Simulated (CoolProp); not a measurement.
c-C4F8 (RC318) along the isobar 816 kPa: Z from the reference equation and from simpler models built on Tc = 388.4 K, pc = 2778 kPa, ω = 0.355; each cubic takes its own stable root.

Computed with CoolProp (reference Helmholtz-energy equation of state, Platzer 1990). This equation is an older, rougher fit.

```tsv
T (K)	phase	reference
373.6	gas	0.8773
383.4	gas	0.8894
393.1	gas	0.8998
402.8	gas	0.9090
412.5	gas	0.9171
422.2	gas	0.9243
432	gas	0.9308
441.7	gas	0.9366
451.4	gas	0.9418
461.1	gas	0.9466
470.8	gas	0.9509
480.6	gas	0.9548
490.3	gas	0.9584
500	gas	0.9617
```

How far does each simpler model (van der Waals, Redlich-Kwong, Peng-Robinson) lie from the reference over these 14 states: mean and median of the absolute difference, and the worst?


- van der Waals: mean 0.7 %, median 0.7 %, worst +2.0 % at 373.6 K and 816 kPa
- Redlich-Kwong: mean 0.7 %, median 0.8 %, worst -1.0 % at 500 K and 816 kPa
- Peng-Robinson: mean 1.1 %, median 1.1 %, worst -1.6 % at 373.6 K and 816 kPa
